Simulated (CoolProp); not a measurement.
A single-stage vapour-compression cycle with CH3F (R41): evaporating at 280.15 K (dew point), condensing at 302.15 K (bubble point), superheat 2 K, subcooling 8 K, compressor efficiency 0.8, no pressure losses. Each further row changes one setting.

The numbers come from the reference Helmholtz-energy equation of state, Lemmon 2006 in CoolProp. It is a short technical equation, of lower accuracy than the large ones.

| case | cooling COP | pressure ratio | discharge temperature (K) | refrigerating effect (kJ/kg) | volumetric capacity (kJ/m³) |
|---|---|---|---|---|---|
| as stated | 8.26 | 1.71 | 323.4 | 277 | 14300 |
| evaporating temperature 285.15 K | ___ | 1.50 | 318.3 | 274 | 16400 |
| condensing temperature 297.15 K | 11.2 | 1.52 | 314.0 | 292 | 15000 |
| subcooling 13 K | 8.72 | 1.71 | 323.4 | 293 | 15100 |
| superheat 12 K | ___ | 1.71 | 335.5 | 299 | ___ |
| compressor efficiency 0.7 | ___ | 1.71 | ___ | 277 | 14300 |

### Question
Fill in the missing entries.

### Answer

- evaporating temperature 285.15 K, cooling COP: 11.1
- superheat 12 K, cooling COP: 8.02
- superheat 12 K, volumetric capacity (kJ/m³): 13900
- compressor efficiency 0.7, cooling COP: 7.23
- compressor efficiency 0.7, discharge temperature (K): 325.5
